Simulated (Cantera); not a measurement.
Input (Python, Cantera) and output of one run.

```python
import numpy as np
import cantera as ct

gas_names = [...]  # 95 gases of nasa_gas.yaml made of C, F, H
cond_names = """
    C(gr) C6H6(L) C7H8(L) C8H18(L),n-octa
""".split()


# ... load() reads the species with a 1 bar reference pressure and builds the phases ...
atoms = {
    'CH2F2': {'C': 1, 'H': 2, 'F': 2},
    'H2': {'H': 2},
}
top_T = {'C(gr)': 4500}  # K; cautious upper limits of use, not melting points


# ... equilibrate(T, P, feed) seeds the gas with the atoms and calls Mixture.equilibrate('TP', solver="vcs", rtol=1e-11, max_steps=5000) ...
results = []
feed = {'CH2F2': 1, 'H2': 0.66}  # mol
T = 1323  # K
P = 13000  # Pa
mix = equilibrate(T, P, feed)
results.append((T, P, feed, dict(zip(mix.species_names, mix.species_moles))))
x = sorted(zip(gas.X, gas.species_names), reverse=True)
print(f"T = {T:g} K  P = {P:g} Pa  gas = {mix.phase_moles(0):.4g} mol")
print("   x: " + "  ".join(f"{s} {v:.3e}" for v, s in x if v > 0.0001))
print("   condensed (mol): " + ("  ".join(f"{mix.phase(i).name} {mix.phase_moles(i):.4g}"
      for i in range(1, mix.n_phases) if mix.phase_moles(i) > 1e-12) or "none"))
```

It prints:

```
T = 1323 K  P = 13000 Pa  gas = 2.66 mol
   x: HF 7.519e-01  H2 2.480e-01
   condensed (mol): C(gr) 0.9999
```

Cantera equilibrium calculation (NASA polynomials, part measured and part estimated; ideal gas, pure solids and liquids).
